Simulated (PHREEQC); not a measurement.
Solution (25 °C): 0.0056 mol/kgw NaHSO4. It is in equilibrium with CO2 at log p = -3.5 (atm). Otherwise closed; pH follows from the charge balance.

Equilibrium calculation in PHREEQC: ion-association model, wateq4f.dat.

This is a speciation only: nothing precipitates in the calculation.

Task: Order these S species by the share of S that they hold, largest first: NaSO4-, HSO4-, SO4-2.

Result: SO4-2 (78 %), HSO4- (21 %), NaSO4- (1.3 %)

The pH is 2.40 and the ionic strength 0.0143 mol/kgw.
